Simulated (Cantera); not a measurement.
Input (Python, Cantera):

```python
import numpy as np
import cantera as ct

gas = ct.Solution("gri30.yaml")


def delay(T, t_max=10):
    gas.TPX = T, 110000, {'C2H4': 1, 'O2': 3.95, 'N2': 14.8, 'H2O': 5.8}
    reactor = ct.IdealGasReactor(gas, clone=False)
    net = ct.ReactorNet([reactor])
    net.rtol, net.atol = 1e-8, 1e-16
    while net.time < t_max:
        t_old, T_old = net.time, reactor.T
        net.step()
        if reactor.T > T + 400:  # ignition: a rise of 400 K
            return t_old + (T + 400 - T_old) / (reactor.T - T_old) * (net.time - t_old)
    return np.nan


taus = []
for T in [1298, 1373, 1448, 1523, 1598, 1673]:
    taus.append(delay(T))
    print(f"T0 = {T:6g} K   tau = {taus[-1]:.4e} s")
```

It prints:

```
T0 =   1298 K   tau = 1.0368e-04 s
T0 =   1373 K   tau = 5.6836e-05 s
T0 =   1448 K   tau = 3.7602e-05 s
T0 =   1523 K   tau = 2.7256e-05 s
T0 =   1598 K   tau = 2.0844e-05 s
T0 =   1673 K   tau = 1.6502e-05 s
```

Cantera simulation using GRI-Mech 3.0 (53 species, 325 reactions); the numbers are that mechanism's predictions, not measurements. GRI-Mech 3.0 was tuned for natural gas; its chemistry of ethylene as a main component is partial and can be far from experiment.
